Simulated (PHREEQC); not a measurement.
Model water analysis in mg/L, 25 °C, pH 2.23, pe 12:

| constituent | mg/L |
|---|---|
| Na | 112 |
| K | 21.1 |
| Ca | 80.4 |
| Mg | 86.7 |
| Cl | 118 |
| S(6) as SO4 | 1350 |
| B | 0.305 |
| Cu(2) | 0.422 |
| Zn | 0.317 |
| Al | 39.9 |
| F | 0.352 |

Na is adjusted to close the charge balance.
Valence states are taken as typed.

All values are PHREEQC results (ion-association model, phreeqc.dat), not measurements.

```
Quantity                   Value
----------------  --------------
ionic strength    0.0351 mol/kgw
total alkalinity    -9.60 meq/kg
```

```tsv
species	molality	activity	log γ
SO4-2	0.00805	0.00409	-0.294
H+	0.00678	0.00589	-0.062
Na+	0.00563	0.00475	-0.074
Cl-	0.00333	0.00279	-0.078
HSO4-	0.00279	0.00234	-0.075
Mg+2	0.00238	0.00125	-0.279
Ca+2	0.00145	0.000747	-0.287
MgSO4	0.00119	0.00120	0.004
```

This is a speciation only: nothing precipitates in the calculation. Real BF4- forms and hydrolyses slowly; the run takes it at equilibrium. Fluoro complexes past AlF4- and FeF3 are missing from the database.
